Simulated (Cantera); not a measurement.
**Aluminium nitride and oxide growth: Al(CH3)3 + H2O + N2**

Input: 1 mol Al(CH3)3, 4.3 mol H2O, 610 mol N2, equilibrated at 5500 Pa.

Cantera equilibrium calculation (NASA polynomials, part measured and part estimated; ideal gas, pure solids and liquids). Candidate condensed phases: Al, AlN, Al2O3, C, C6H6, C7H8, C8H18, H2O; 148 gas species. The feed counts by its element totals alone. Mutual solubility and eutectic melting of coexisting phases are not modelled. Kinetics and transport are ignored.

| T (K) | log p N2 | log p H2 | log p CO | log p HCN | log p H2O | n Al2O3(s) | n C(graphite) | n AlN(s) |
|---|---|---|---|---|---|---|---|---|
| 875 | -1.27 | -3.11 | -3.61 | -8.47 | -6.11 | 0.500 | 0.213 | 0 |
| 950 | -1.27 | -3.11 | -3.61 | -7.84 | -6.75 | 0.500 | 0.202 | 0 |
| 1025 | -1.27 | -3.11 | -3.61 | -7.30 | -7.29 | 0.500 | 0.200 | 0 |
| 1100 | -1.27 | -3.11 | -3.61 | -6.84 | -7.76 | 0.500 | 0.198 | 0 |
| 1175 | -1.27 | -3.11 | -3.61 | -6.44 | -8.17 | 0.500 | 0.196 | 0 |
| 1250 | -1.27 | -3.11 | -3.61 | -6.09 | -8.54 | 0.500 | 0.191 | 0 |
| 1325 | -1.27 | -3.11 | -3.58 | -6.03 | -8.57 | 0.437 | 0 | 0.126 |
| 1400 | -1.27 | -3.11 | -3.58 | -6.23 | -8.37 | 0.436 | 0 | 0.129 |
log p: log10 of the partial pressure in bar; n: condensed amount in mol.

From 875 K to 1250 K the condensed part is Al2O3(s) + C(graphite). From 1325 K to 1400 K the condensed part is AlN(s) + Al2O3(s).
